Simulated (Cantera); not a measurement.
Source: NASA polynomial tables (part measured, part estimated), evaluated in Cantera. Values are per mole of reaction as written; species without (g) are pure solids or liquids, kept so even where they would boil at 1 bar.

LiCl(g) ⇌ Cl(g) + Li(g), with ΔH° = 476.3 kJ and ΔS° = 91.1 J/K at 300 K.

Q: How far is the shortcut ΔG° ≈ ΔH°(300 K) − T·ΔS°(300 K) from the full temperature-dependent value at 1200, 1350, 1500, 1650, 1800, 1950, 2100, 2250 K?

A: 
```csv
T (K),shortcut (kJ),full (kJ),difference (kJ),difference in log10 K
1200,367.0,361.1,5.9,-0.26
1350,353.3,345.8,7.5,-0.29
1500,339.7,330.6,9.1,-0.32
1650,326.0,315.2,10.8,-0.34
1800,312.3,299.8,12.6,-0.36
1950,298.7,284.3,14.4,-0.38
2100,285.0,268.8,16.2,-0.40
2250,271.3,253.3,18.1,-0.42
```
The shortcut ignores the heat-capacity change of the reaction.
